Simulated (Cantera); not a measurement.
Input: 1 mol AlCl3, 27 mol H2O, 99 mol N2, 0.44 mol NH3, at 2148.15 K and 12.0 mbar.

Cantera equilibrium calculation (NASA polynomials, part measured and part estimated; ideal gas, pure solids and liquids). Candidate condensed phases: Al, AlCl3, AlN, Al2O3, H2O, NH4Cl; 45 gas species. Rates play no part.

Base state: N2 0.761, H2O 0.177, H2 0.0195, HCl 0.0192, OH 0.00623, H 0.00532, O2 0.00462, Cl 0.00383 (mole fractions); condensed: Al2O3(s).

Question: What changes in the equilibrium state with this change: H2O from 27 to 0.23 mol?

Answer: 
```tsv
species	before	after
N2	0.761	0.968
HCl	0.0192	0.0121
Cl	0.00383	0.00802
H2O	0.177	3.89e-5
H2	0.0195	0.00178
AlCl	4.25e-7	0.00755
O2	0.00462	2.67e-8
AlCl3	<1e-9	6.61e-5
AlCl2	1.57e-8	0.000583
Al2O3(s), mol	0.499	0.0673
```
The tables' values for AlCl2 are old estimates; treat these amounts as uncertain.

Question: What changes in the equilibrium state with this change: pressure from 12.0 mbar to 5.60 mbar?

Answer: 
| species | before | after |
|---|---|---|
| N2 | 0.761 | 0.757 |
| H2O | 0.177 | 0.170 |
| H2 | 0.0195 | 0.0236 |
| HCl | 0.0192 | 0.0181 |
| AlO2H | 7.95e-6 | 1.14e-5 |
| O | 0.00120 | 0.00204 |
| H | 0.00532 | 0.00856 |
| O2 | 0.00462 | 0.00625 |
| OH | 0.00623 | 0.00796 |
| Cl | 0.00383 | 0.00481 |
| Al2O3(s), mol | 0.499 | 0.499 |
